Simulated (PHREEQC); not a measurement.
A solution holds 60 mmol/kgw CuSO4, 0.12 mmol/kgw H3AsO4 and 1.4 mmol/kgw NaF, at 25 °C. Closed to the air; pH follows from the charge balance.

Computed with PHREEQC (ion-association model, wateq4f.dat).

| quantity | before | after |
|---|---|---|
| pH | 4.41 | 4.61 |
| ionic strength (mol/kgw) | 0.133 | 0.133 |
| SO4-2 (mol/kgw) | 0.0330 | 0.0331 |
| Cu+2 (mol/kgw) | 0.0329 | 0.0329 |
| CuSO4 (mol/kgw) | 0.0268 | 0.0268 |
| HSO4- (mol/kgw) | 5.54e-5 | 3.49e-5 |
| SI of Tenorite (CuO) | -0.71 | -0.31 |
| SI of Chalcanthite (CuSO4:5H2O) | -1.23 | -1.23 |

Problem. Which change was made?
A) NaF left out
B) diluted 10-fold with water
C) H3AsO4 from 0.00012 to 2.4e-05 mol/kgw
D) diluted 5-fold with water
E) temperature from 25 to 80 °C

Solution. C, H3AsO4 from 0.00012 to 2.4e-05 mol/kgw

No solid was allowed to form. Some of these states are supersaturated (in Antlerite, Brochantite, for instance). The database has no arsenate complexes of Cu.
